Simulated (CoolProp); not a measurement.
Saturation properties of R141b.

Model: reference Helmholtz-energy equation of state, Lemmon 2006, in CoolProp. It is a short technical equation, of lower accuracy than the large ones.

```tsv
T (°C)	p (bar)	liquid cp (kJ/(kg K))	surface tension (mN/m)	liquid viscosity (µPa s)	liquid conductivity (mW/(m K))
45.25	1.576	1.184	15.7	326	85.3
51.55	1.918	1.194	15.0	306	83.6
57.95	2.320	1.205	14.2	286	81.9
64.25	2.777	1.217	13.5	268	80.2
70.55	3.299	1.229	12.7	252	78.6
76.95	3.901	1.243	12.0	237	77.0
83.25	4.572	1.257	11.3	223	75.4
89.55	5.325	1.271	10.6	210	73.9
95.95	6.181	1.288	9.87	197	72.4
102.25	7.120	1.305	9.18	186	70.9
108.55	8.160	1.323	8.49	175	69.5
114.95	9.327	1.343	7.81	164	68.1
121.25	10.59	1.365	7.15	155	66.8
```

It boils at 32.0 °C under 1 atm.

Viscosity comes from a separate model (Huber 2003), an estimate that may be off by 10 % or more. Thermal conductivity comes from a separate model (Huber 2003), an estimate that may be off by 10 % or more. Surface tension comes from a separate correlation (Mulero 2012).
